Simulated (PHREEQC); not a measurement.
2 g of hydrous ferric oxide (600 m²/g; 0.2 weak and 0.005 strong sites per Fe, Dzombak-Morel constants, diffuse double layer) in 1 kg of water with 0.1 mol/kgw of an inert sodium salt, at 25 °C; the pH is set by adding NaOH or the inert anion's acid. O2 is buffered at 0.21 atm. The system is closed to CO2. No solid was allowed to form.

Base run: PHREEQC, ion-association model, wateq4f.dat. Each further column changes one thing. The table gives surface charge σ (C/m²).

| pH | base | background salt from 0.1 to 0.01 mol/kgw | oxide from 2 to 10 g/kgw | 0.00074 mol/kgw Ag2SO4 added |
|---|---|---|---|---|
| 3 | 0.363 | 0.330 | 0.364 | 0.249 |
| 4.33 | 0.291 | 0.183 | 0.294 | 0.204 |
| 5 | 0.215 | 0.116 | 0.218 | 0.151 |
| 6.33 | 0.086 | [?] | 0.086 | 0.065 |
| 7.67 | 0.016 | [?] | 0.016 | 0.015 |
| 9 | -0.034 | -0.013 | -0.034 | [?] |
| 9.67 | -0.071 | [?] | -0.071 | -0.063 |
| 11 | -0.190 | -0.101 | -0.193 | -0.156 |

Problem. Some entries are withheld; supply them.

Solution. 
- 6.33, background salt from 0.1 to 0.01 mol/kgw: 0.036
- 7.67, background salt from 0.1 to 0.01 mol/kgw: 0.006
- 9, 0.00074 mol/kgw Ag2SO4 added: -0.032
- 9.67, background salt from 0.1 to 0.01 mol/kgw: -0.029

The oxide is taken as insoluble; below pH 4 it would dissolve.
